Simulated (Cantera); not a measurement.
What does this Cantera script print?

```python
import numpy as np
import cantera as ct

gas_names = """
    CL CL2 H HCL H2 Si SiCL SiCL2 SiCL3 SiCL4 SiH SiHCL3 SiH2 SiH2CL2 SiH3 SiH3CL SiH4 Si2 Si3
""".split()
cond_names = """
    Si(cr) Si(L)
""".split()


# ... load() reads the species with a 1 bar reference pressure and builds the phases ...
atoms = {
    'Si': {'Si': 1},
    'Cl2': {'CL': 2},
    'H2': {'H': 2},
}
top_T = {}  # K; cautious upper limits of use, not melting points


# ... equilibrate(T, P, feed) seeds the gas with the atoms and calls Mixture.equilibrate('TP', solver="vcs", rtol=1e-11, max_steps=5000) ...
results = []
feed = {'Si': 1, 'Cl2': 1.1, 'H2': 0.3}  # mol
T = 1048  # K
P = 13332.2  # Pa
mix = equilibrate(T, P, feed)
results.append((T, P, feed, dict(zip(mix.species_names, mix.species_moles))))
x = sorted(zip(gas.X, gas.species_names), reverse=True)
print(f"T = {T:g} K  P = {P:g} Pa  gas = {mix.phase_moles(0):.4g} mol")
print("   x: " + "  ".join(f"{s} {v:.3e}" for v, s in x if v > 0.001))
print("   condensed (mol): " + ("  ".join(f"{mix.phase(i).name} {mix.phase_moles(i):.4g}"
      for i in range(1, mix.n_phases) if mix.phase_moles(i) > 1e-12) or "none"))
```

It prints:

```
T = 1048 K  P = 13332.2 Pa  gas = 0.8438 mol
   x: SiCL4 5.809e-01  H2 3.060e-01  SiHCL3 7.175e-02  HCL 2.534e-02  SiCL3 1.113e-02  SiCL2 3.908e-03  SiH2CL2 1.008e-03
   condensed (mol): Si(cr) 0.4358
```

Equilibrium computed with Cantera from the NASA thermochemical tables; the gas is ideal and each condensed phase is pure. The tables' values for SiCl3 are old estimates; treat these amounts as uncertain.
